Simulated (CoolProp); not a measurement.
The fluid at 482.04 K and 0.537 MPa is throttled through a valve to 0.266 MPa with no heat exchange. The same conditions are run with several fluids, on thermodynamics alone (safety and materials aside).

The numbers come from the reference Helmholtz-energy equation of state of each fluid (normal hydrogen: Leachman 2009; hydrogen chloride: Thol 2018; carbon dioxide: Span 1996; R365MFC: Lemmon 2016; sulfur hexafluoride: Guder 2009) in CoolProp.

```tsv
fluid	temperature change (K)	final density (kg/m³)
normal hydrogen	+0.1	0.134
hydrogen chloride	-1.6	2.44
carbon dioxide	-0.9	2.93
R365MFC	-1.9	10.1
sulfur hexafluoride	-0.7	9.76
```
